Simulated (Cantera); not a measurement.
An isothermal, constant-pressure homogeneous reactor starts with NH3 : N2 = 1 : 2.1 (molar parts), at 1750 K and 101000 Pa. Integrator tolerance rtol = 1e-08.

Computed with Cantera and the gas-phase N/H chemistry of the illustrative SiF4/NH3 mechanism in the Surface Chemkin manual (1991). Walls and surfaces, which speed up NH3 decomposition in real reactors, are not modelled.

**Question.** What does this change do: temperature 1750 to 1450 K?

**Answer.** 
```tsv
quantity	before	after
x(NH3) at 2.00 s	0.0531 (gas-phase equilibrium 5.75e-6)	0.313 (gas-phase equilibrium 1.27e-5)
x(H) at 2.00 s	8.76e-5 (gas-phase equilibrium 0.000141)	2.80e-7 (gas-phase equilibrium 5.72e-6)
x(N) at 2.00 s	4.25e-8 (gas-phase equilibrium 1.15e-11)	4.98e-10 (gas-phase equilibrium <1e-12)
x(N2H4) at 2.00 s	7.63e-9 (gas-phase equilibrium <1e-12)	7.50e-8 (gas-phase equilibrium <1e-12)
x(NH2) at 2.00 s	3.97e-5 (gas-phase equilibrium 5.76e-9)	1.75e-5 (gas-phase equilibrium 4.21e-10)
x(NH) at 2.00 s	5.93e-7 (gas-phase equilibrium 1.17e-10)	3.92e-8 (gas-phase equilibrium <1e-12)
x(N2H2) at 2.00 s	3.40e-8 (gas-phase equilibrium <1e-12)	7.71e-8 (gas-phase equilibrium <1e-12)
```

**Question.** What does this change do: temperature 1750 to 2200 K?

**Answer.** 
```tsv
quantity	before	after
x(NH3) at 2.00 s	0.0531 (gas-phase equilibrium 5.75e-6)	3.32e-6 (gas-phase equilibrium 2.63e-6)
x(H) at 2.00 s	8.76e-5 (gas-phase equilibrium 0.000141)	0.00340 (gas-phase equilibrium 0.00340)
x(N) at 2.00 s	4.25e-8 (gas-phase equilibrium 1.15e-11)	1.24e-8 (gas-phase equilibrium 9.81e-9)
x(N2H4) at 2.00 s	7.63e-9 (gas-phase equilibrium <1e-12)	<1e-12 (gas-phase equilibrium <1e-12)
x(NH2) at 2.00 s	3.97e-5 (gas-phase equilibrium 5.76e-9)	9.59e-8 (gas-phase equilibrium 7.59e-8)
x(NH) at 2.00 s	5.93e-7 (gas-phase equilibrium 1.17e-10)	2.24e-8 (gas-phase equilibrium 1.77e-8)
x(N2H2) at 2.00 s	3.40e-8 (gas-phase equilibrium <1e-12)	2.22e-12 (gas-phase equilibrium 2.19e-12)
```
